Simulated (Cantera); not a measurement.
## Thermodynamics of tantalum, niobium, vanadium and zirconium in process gases, feed Zr + N2O + N2

Charge: 1 mol Zr, 0.93 mol N2O, 30 mol N2, equilibrated at 1.33 mbar.

Method: chemical equilibrium by Gibbs-energy minimisation in Cantera with the NASA 1993 tables (ideal gas, pure condensed phases). Candidate condensed phases: Zr, ZrN, ZrO2; 13 gas species. Mutual solubility and eutectic melting of coexisting phases are not modelled. ZrN: taken at fixed stoichiometry. Condensed phases not in the tables: solid solutions among these carbides, nitrides and lower oxides. Kinetics and transport are ignored.

From 1098 K to 1398 K the condensed part is ZrN(s) + ZrO2(monoclinic). From 1498 K to 2398 K the condensed part is ZrN(s) + ZrO2(tetragonal).

| T (K) | x N2 | x ZrO | x ZrO2 | x Zr | x O | x N | x NO | n ZrN(s) | n ZrO2(monoclinic) | n ZrO2(tetragonal) |
|---|---|---|---|---|---|---|---|---|---|---|
| 1098 | 1.00 | <1e-12 | <1e-12 | <1e-12 | <1e-12 | <1e-12 | <1e-12 | 0.535 | 0.465 | 0 |
| 1198 | 1.00 | <1e-12 | <1e-12 | <1e-12 | <1e-12 | <1e-12 | <1e-12 | 0.535 | 0.465 | 0 |
| 1298 | 1.00 | <1e-12 | <1e-12 | <1e-12 | <1e-12 | <1e-12 | <1e-12 | 0.535 | 0.465 | 0 |
| 1398 | 1.00 | <1e-12 | <1e-12 | <1e-12 | <1e-12 | <1e-12 | <1e-12 | 0.535 | 0.465 | 0 |
| 1498 | 1.00 | <1e-12 | <1e-12 | <1e-12 | <1e-12 | 1.58e-12 | <1e-12 | 0.535 | 0 | 0.465 |
| 1598 | 1.00 | 5.06e-12 | <1e-12 | <1e-12 | <1e-12 | 1.75e-11 | 7.71e-12 | 0.535 | 0 | 0.465 |
| 1698 | 1.00 | 1.74e-10 | 6.10e-12 | <1e-12 | 9.69e-12 | 1.46e-10 | 5.72e-11 | 0.535 | 0 | 0.465 |
| 1798 | 1.00 | 4.00e-9 | 1.31e-10 | 1.35e-12 | 1.10e-10 | 9.67e-10 | 3.40e-10 | 0.535 | 0 | 0.465 |
| 1898 | 1.00 | 6.58e-8 | 2.03e-9 | 3.99e-11 | 9.61e-10 | 5.24e-9 | 1.68e-9 | 0.535 | 0 | 0.465 |
| 1998 | 1.000 | 8.13e-7 | 2.37e-8 | 8.38e-10 | 6.79e-9 | 2.40e-8 | 7.04e-9 | 0.535 | 0 | 0.465 |
| 2098 | 1.000 | 7.86e-6 | 2.19e-7 | 1.31e-8 | 3.99e-8 | 9.52e-8 | 2.58e-8 | 0.535 | 0 | 0.465 |
| 2198 | 1.000 | 6.16e-5 | 1.64e-6 | 1.59e-7 | 2.00e-7 | 3.33e-7 | 8.43e-8 | 0.534 | 0 | 0.464 |
| 2298 | 1.000 | 0.000401 | 1.03e-5 | 1.54e-6 | 8.69e-7 | 1.05e-6 | 2.48e-7 | 0.529 | 0 | 0.459 |
| 2398 | 0.998 | 0.00223 | 5.50e-5 | 1.24e-5 | 3.35e-6 | 2.99e-6 | 6.68e-7 | 0.500 | 0 | 0.429 |
x: gas mole fraction; n: condensed amount in mol.
